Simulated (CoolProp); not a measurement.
Values from CoolProp's reference Helmholtz-energy equation of state, Lemmon 2003. It is a pseudo-pure fit of the blend.

### Question
For R410A, give the phase and the cp (kJ/(kg K)), conductivity (mW/(m K)), Prandtl number at -47.55 °C and 0.629 bar.

### Answer
- -47.55 °C and 0.629 bar: gas; cp 0.751, conductivity 7.93, Prandtl number 0.894

Viscosity comes from a separate model (Geller 2000). Thermal conductivity comes from a separate model (Geller 2001).
